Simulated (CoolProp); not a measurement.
Values from CoolProp's reference Helmholtz-energy equation of state, Tillner-Roth 1994.

Q: For R134a, give the phase and the Z, cp (kJ/(kg K)), expansivity (1/kK) at 181.85 °C and 15.6 bar; 181.85 °C and 85.9 bar; 181.85 °C and 101 bar.

A: 
- 181.85 °C and 15.6 bar: gas; Z 0.933, cp 1.15, expansivity 2.85
- 181.85 °C and 85.9 bar: supercritical; Z 0.630, cp 1.71, expansivity 8.93
- 181.85 °C and 101 bar: supercritical; Z 0.595, cp 1.80, expansivity 9.31
